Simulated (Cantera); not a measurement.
A perfectly stirred reactor is fed with CH4 : H2O : H2 = 1 : 2.1 : 0.42 (molar parts), at 1500000 Pa; it is held at 1900 K, and followed from long to short residence time.

Detailed kinetics in Cantera: GRI-Mech 3.0 (53 species, 325 reactions). The pressure lies above the range GRI-Mech 3.0 was tuned for (to about 10 atm).

What does this change do: H2O 2.1 to 15 parts?


```
quantity                 before     after
---------------------  --------  --------
x(CH4) at τ = 1.70 s    0.00371  0.000115
x(H2O) at τ = 1.70 s      0.193     0.736
x(H2) at τ = 1.70 s       0.625     0.210
x(CO2) at τ = 1.70 s     0.0122    0.0246
x(C2H) at τ = 1.70 s   7.19e-10  1.79e-12
x(CH4) at τ = 41.0 ms    0.0304   0.00360
x(H2O) at τ = 41.0 ms     0.269     0.747
x(H2) at τ = 41.0 ms      0.549     0.199
x(CO2) at τ = 41.0 ms    0.0139    0.0236
x(C2H) at τ = 41.0 ms   5.51e-8   1.71e-9
```

What does this change do: temperature 1900 to 1200 K?


| quantity | before | after |
|---|---|---|
| x(CH4) at τ = 1.70 s | 0.00371 | 0.283 |
| x(H2O) at τ = 1.70 s | 0.193 | 0.596 |
| x(H2) at τ = 1.70 s | 0.625 | 0.120 |
| x(CO2) at τ = 1.70 s | 0.0122 | 5.76e-8 |
| x(C2H) at τ = 1.70 s | 7.19e-10 | <1e-12 |
| x(CH4) at τ = 41.0 ms | 0.0304 | 0.284 |
| x(H2O) at τ = 41.0 ms | 0.269 | 0.597 |
| x(H2) at τ = 41.0 ms | 0.549 | 0.119 |
| x(CO2) at τ = 41.0 ms | 0.0139 | 3.19e-12 |
| x(C2H) at τ = 41.0 ms | 5.51e-8 | <1e-12 |
